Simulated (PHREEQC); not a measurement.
Solution (25 °C): 0.013 mol/kgw CdCl2, 0.031 mol/kgw CuCl2 and 0.00041 mol/kgw NaCl. Closed to the air; pH follows from the charge balance.

The numbers come from PHREEQC with the ion-association model, wateq4f.dat.

No solid was allowed to form.

Order these Cu species by the share of Cu that they hold, largest first: Cu2(OH)2+2, Cu+2, CuCl2, CuCl+.

Cu+2 (92 %), CuCl+ (7.3 %), CuCl2 (0.16 %), Cu2(OH)2+2 (0.10 %)

Order these Cl species by the share of Cl that they hold, largest first: CdCl3-, CdCl+, Cl-, CuCl+, CdCl2.

Cl- (84 %), CdCl+ (9.3 %), CdCl2 (3.3 %), CuCl+ (2.5 %), CdCl3- (0.24 %)

The pH is 4.51 and the ionic strength 0.107 mol/kgw. The solution is supersaturated, for example in Atacamite, so a real one may precipitate; this is no full list. Species that the database lacks are ignored.
